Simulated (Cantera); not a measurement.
Input: 1 mol MgCO3, 0.19 mol SO3, 3.5 mol O2, equilibrated at 850 °C.

Method: chemical equilibrium by Gibbs-energy minimisation in Cantera with the NASA 1993 tables (ideal gas, pure condensed phases). Candidate condensed phases: C, Mg, MgCO3, MgO, MgS, MgSO4, S; 26 gas species. Mutual solubility and eutectic melting of coexisting phases are not modelled. Rates play no part.

### Question
Which condensed phases are stable at each of these points (P (Pa)): 1000, 2300, 5400, 13000, 29000, 68000, 160000, 370000, 860000, 2000000?

### Answer
```tsv
P (Pa)	condensed phases	Mg condensed (%)
1000	MgO(s)	100.0
2300	MgO(s)	100.0
5400	MgO(s) + MgSO4(s)	100.0
13000	MgO(s) + MgSO4(s)	100.0
29000	MgO(s) + MgSO4(s)	100.0
68000	MgO(s) + MgSO4(s)	100.0
160000	MgO(s) + MgSO4(s)	100.0
370000	MgO(s) + MgSO4(s)	100.0
860000	MgO(s) + MgSO4(s)	100.0
2000000	MgO(s) + MgSO4(s)	100.0
```

From 1000 Pa to 2300 Pa the condensed part is MgO(s). From 5400 Pa to 2000000 Pa the condensed part is MgO(s) + MgSO4(s).
